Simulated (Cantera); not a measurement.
An adiabatic, constant-volume homogeneous reactor starts with 20.0 % CH4, 22.2 % O2, 55.5 % N2, 2.40 % H2O, equivalence ratio 1.8, at 1100 K and 5.00 bar.

Computed with Cantera and GRI-Mech 3.0 (53 species, 325 reactions).

Q: Predict: time of steepest temperature rise; temperature at 0.200 s; equilibrium temperature; x(O2) at 0.200 s; x(H2O) at 0.200 s; x(HCO) at 0.200 s.

A: 
```
Property                                                            Result
---------------------------------  ---------------------------------------
time of steepest temperature rise                                  37.8 ms
temperature at 0.200 s                                              2852 K
equilibrium temperature                                             2852 K
x(O2) at 0.200 s                   7.44e-5 (gas-phase equilibrium 7.44e-5)
x(H2O) at 0.200 s                      0.195 (gas-phase equilibrium 0.195)
x(HCO) at 0.200 s                  1.95e-6 (gas-phase equilibrium 1.95e-6)
```
